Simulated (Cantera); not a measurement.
Cantera run, input and output.

```python
import numpy as np
import cantera as ct

gas = ct.Solution("h2o2.yaml")


def delay(T, t_max=10):
    gas.TPX = T, 75000, {'H2': 1, 'O2': 1.22, 'N2': 4.59}
    reactor = ct.IdealGasConstPressureReactor(gas, clone=False)
    net = ct.ReactorNet([reactor])
    net.rtol, net.atol = 1e-8, 1e-16
    while net.time < t_max:
        t_old, T_old = net.time, reactor.T
        net.step()
        if reactor.T > T + 400:  # ignition: a rise of 400 K
            return t_old + (T + 400 - T_old) / (reactor.T - T_old) * (net.time - t_old)
    return np.nan


taus = []
for T in [1300, 1375, 1450, 1525, 1600, 1675, 1750]:
    taus.append(delay(T))
    print(f"T0 = {T:6g} K   tau = {taus[-1]:.4e} s")

# d ln(tau) / d ln(k), from doubling and halving each rate constant
T, sens = 1675, []
for i in range(gas.n_reactions):
    gas.set_multiplier(2.0, i)
    up = delay(T)
    gas.set_multiplier(0.5, i)
    down = delay(T)
    gas.set_multiplier(1.0, i)
    sens.append((np.log(up / down) / np.log(4.0), gas.reaction(i).equation))
sens.sort(key=lambda x: -abs(x[0]))
print(f"sensitivities at {T} K")
for s, eq in sens[:10]:
    print(f"{s:8.3f}  {eq}")
```

Result:

```
T0 =   1300 K   tau = 5.6012e-05 s
T0 =   1375 K   tau = 4.9489e-05 s
T0 =   1450 K   tau = 4.6960e-05 s
T0 =   1525 K   tau = 4.7099e-05 s
T0 =   1600 K   tau = 4.9193e-05 s
T0 =   1675 K   tau = 5.2841e-05 s
T0 =   1750 K   tau = 5.7815e-05 s
sensitivities at 1675 K
  -0.348  H + O2 + H2O <=> HO2 + H2O
  -0.150  H + O2 + N2 <=> HO2 + N2
  -0.146  H + OH + M <=> H2O + M
  -0.108  H + O2 <=> O + OH
  -0.050  H2 + O <=> H + OH
  -0.046  H + O2 + M <=> HO2 + M
  -0.044  2 OH (+M) <=> H2O2 (+M)
  -0.036  H2 + OH <=> H + H2O
  -0.019  H + O2 + O2 <=> HO2 + O2
  -0.017  H + HO2 <=> H2 + O2
```

Computed with Cantera and the H2/O2 subset of GRI-Mech 3.0, which has no nitrogen chemistry. Where the delays flatten at high temperature, the 400 K rule measures the pace of heat release, not the induction time.
